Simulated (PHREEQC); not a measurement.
Consider water at 35 °C with 0.053 mol/kgw KH2PO4 and 0.023 mol/kgw K2HPO4. Closed to the air; pH follows from the charge balance.

Model: ion-association model, phreeqc.dat, run in PHREEQC.

| quantity | before | after |
|---|---|---|
| pH | 6.45 | 9.21 |
| ionic strength (mol/kgw) | 0.119 | 0.0674 |
| H2PO4- (mol/kgw) | 0.0530 | 0.000108 |
| HPO4-2 (mol/kgw) | 0.0216 | 0.0220 |
| KHPO4- (mol/kgw) | 0.00139 | 0.000795 |
| PO4-3 (mol/kgw) | 1.49e-7 | 6.53e-5 |

Name the change that produced these shifts.
A) KH2PO4 from 0.053 to 0.0583 mol/kgw
B) diluted 100-fold with water
C) temperature from 35 to 5 °C
D) KH2PO4 left out

D, KH2PO4 left out

No solid was allowed to form.
